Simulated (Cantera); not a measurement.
## Abatement and gas-phase synthesis: CO₂ + H₂O + H₂ + SO₂

Charge: 1 mol CO₂, a varied amount of H₂O, 0.17 mol H₂, 0.02 mol SO₂, held at 1477 °C and 1 atm.

Cantera equilibrium calculation (NASA polynomials, part measured and part estimated; ideal gas, pure solids and liquids). Candidate condensed phases: C, C₆H₆, C₇H₈, C₈H₁₈, H₂O, H₂SO₄, S; 123 gas species. Equilibrium is a limit: real reactors are often held back by kinetics, nucleation or transport.

From 0.23 mol H₂O to 9.1 mol H₂O nothing is condensed. The main C-bearing gas is CO₂ throughout.

```csv
n(H₂O) (mol),x H₂O,x CO₂,x CO,x H₂,x SO₂
0.23,0.268,0.598,0.106,0.0131,0.0138
0.32,0.310,0.565,0.0974,0.0147,0.0129
0.43,0.354,0.529,0.0882,0.0163,0.0121
0.58,0.406,0.487,0.0778,0.0179,0.0111
0.79,0.465,0.439,0.0662,0.0194,0.00990
1.1,0.534,0.383,0.0534,0.0206,0.00858
1.5,0.600,0.330,0.0420,0.0211,0.00732
2,0.659,0.281,0.0323,0.0209,0.00618
2.7,0.718,0.233,0.0236,0.0200,0.00508
3.6,0.768,0.192,0.0168,0.0186,0.00413
4.9,0.816,0.153,0.0113,0.0166,0.00326
6.7,0.856,0.119,0.00724,0.0143,0.00252
9.1,0.889,0.0926,0.00454,0.0120,0.00193
```
x: gas mole fraction; nothing condenses.
